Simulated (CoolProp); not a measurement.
A Linde-Hampson liquefier for CF4 (R14): isothermal reversible compression at 290 K from 1 atm to 20 MPa, throttling to 1 atm, return gas leaving the recuperator 2 K below the feed. Each further row changes one setting.

Values from CoolProp's reference Helmholtz-energy equation of state, Platzer 1990. This equation is an older, rougher fit; its heat capacities, sound speeds and derivatives of the liquid may be far off and weren't checked against measurements.

```
case                        liquid yield per pass  compression work (kJ/kg of gas)
--------------------------  ---------------------  -------------------------------
as stated                                   0.297                              128
high pressure 40 MPa                        0.313                              147
warm-end temperature 320 K                  0.222                              148
warm-end gap 7 K                            0.286                              128
```
